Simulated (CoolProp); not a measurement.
A simple Rankine cycle with C3F8 (R218): condensing at 294.15 K, boiler at 1.96 MPa, turbine inlet 336.5 K, turbine efficiency 0.65, pump efficiency 0.7, no recuperator. Each further row changes one setting.

Computed with CoolProp (reference Helmholtz-energy equation of state, Lemmon 2006). It is a short technical equation, of lower accuracy than the large ones.

| case | thermal efficiency (%) | net work (kJ/kg) | heat in (kJ/kg) | turbine exit temperature (K) | volume ratio over the turbine |
|---|---|---|---|---|---|
| as stated | 5.0 | 4.98 | 99.6 | ? | 3.24 |
| turbine inlet 356.5 K | 5.0 | 6.13 | 123 | 336.2 | ? |
| condensing temperature 286.15 K | ? | ? | 109 | 307.5 | 4.16 |
| boiler pressure 1.37 MPa | 3.4 | 3.75 | 110 | 324.6 | 1.91 |
| turbine efficiency 0.55 | ? | ? | 99.6 | 312.7 | 3.26 |

### Question
Some entries are withheld; supply them.

### Answer

- as stated, turbine exit temperature (K): 311.6
- turbine inlet 356.5 K, volume ratio over the turbine: 2.90
- condensing temperature 286.15 K, thermal efficiency (%): 6.0
- condensing temperature 286.15 K, net work (kJ/kg): 6.55
- turbine efficiency 0.55, thermal efficiency (%): 4.0
- turbine efficiency 0.55, net work (kJ/kg): 4.02
